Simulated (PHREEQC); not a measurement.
Solution (45 °C): 5.5 mmol/kgw CuCl2. Closed to the air; pH follows from the charge balance.

Model: ion-association model, wateq4f.dat, run in PHREEQC.

Each row changes one thing in this solution. This is a speciation only: nothing precipitates in the calculation.

```csv
case,pH,Cu+2 (mol/kgw),CuCl+ (mol/kgw),Cu2(OH)2+2 (mol/kgw),CuOH+ (mol/kgw),Cu(OH)2 (mol/kgw),SI of Tenorite (CuO),SI of Atacamite (Cu2(OH)3Cl)
as made,4.67,0.00524,0.000232,1.08e-5,1.72e-6,1.48e-7,-0.06,+0.53
diluted 100-fold with water,5.78,5.37e-5,3.74e-8,2.81e-7,3.11e-7,3.88e-7,+0.35,-1.69
temperature from 45 to 35 °C,4.79,0.00533,0.000153,7.72e-6,2.29e-6,2.56e-7,-0.17,+0.47
CuCl2 from 0.0055 to 0.00055 mol/kgw,5.25,0.000541,3.33e-6,2.20e-6,8.44e-7,3.00e-7,+0.24,-0.40
CuCl2 from 0.0055 to 0.00605 mol/kgw,4.65,0.00575,0.000274,1.15e-5,1.77e-6,1.43e-7,-0.08,+0.56
diluted 5-fold with water,5.08,0.00108,1.24e-5,3.66e-6,1.07e-6,2.50e-7,+0.16,-0.09
0.00099 mol/kgw Na2HPO4 added,5.57,0.00436,0.000192,0.000465,1.13e-5,7.65e-6,+1.65,+3.05
```

Some of these states are supersaturated (in Atacamite, Tenorite (slow to form), Cu(OH)2, for instance). H3PO4, which wateq4f.dat lacks, is added to it with the constant of phreeqc.dat. Constants without temperature data keep their 25 °C values here. The database has no phosphate complexes of Cu.
